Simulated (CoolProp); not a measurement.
Computed with CoolProp (reference Helmholtz-energy equation of state, Thol 2019).

Question: Give the vapour pressure (MPa), vapour density (kg/m³), liquid cp (kJ/(kg K)), surface tension (mN/m) of saturated n-pentane at 390.7, 399.1 K.

Answer: 
```csv
T (K),p (MPa),vapour density (kg/m³),liquid cp (kJ/(kg K)),surface tension (mN/m)
390.7,0.863,23.9,2.88,5.87
399.1,1.02,28.6,2.95,5.09
```

Surface tension comes from a separate correlation (Mulero 2012).
